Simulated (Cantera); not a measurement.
A closed system holds: 1 mol MgCl2, 0.038 mol O2, 43 mol H2, 3.8 mol HCl, equilibrated at 1625 °C and 1330 Pa.

These are equilibrium values from Cantera (NASA tables, ideal gas, pure condensed phases), not measurements of a reactor. Candidate condensed phases: H2O, Mg, MgCl2, MgO, Mg(OH)2; 22 gas species. The tables' values for MgH are old estimates; treat these amounts as uncertain. Equilibrium is a limit: real reactors are often held back by kinetics, nucleation or transport.

Base state: H2 0.879, HCl 0.0914, MgCl2 0.0139, Mg 0.00638, H 0.00636, H2O 0.00157, Cl 0.000499, MgCl 0.000464 (mole fractions); condensed: gas only.

**Question.** What changes in the equilibrium state with this change: temperature from 1625 °C to 1002 °C?

**Answer.** 
| species | before | after |
|---|---|---|
| H2 | 0.879 | 0.898 |
| HCl | 0.0914 | 0.0821 |
| MgCl2 | 0.0139 | 0.0196 |
| Mg | 0.00638 | 2.61e-7 |
| MgH | 1.00e-5 | <1e-9 |
| MgCl | 0.000464 | 3.51e-7 |
| Cl | 0.000499 | 4.70e-7 |
| H | 0.00636 | 6.05e-6 |
| MgO(s), mol | 0 | 0.0633 |

**Question.** What changes in the equilibrium state with this change: O2 from 0.038 to 1.5 mol?

**Answer.** 
```csv
species,before,after
H2,0.879,0.824
HCl,0.0914,0.0996
H2O,0.00157,0.0555
MgCl2,0.0139,0.0100
OH,9.30e-7,3.39e-5
MgOH,9.63e-7,2.01e-5
MgH,1.00e-5,5.55e-6
Mg,0.00638,0.00364
MgCl,0.000464,0.000298
"MgO(s), mol",0,0.326
```
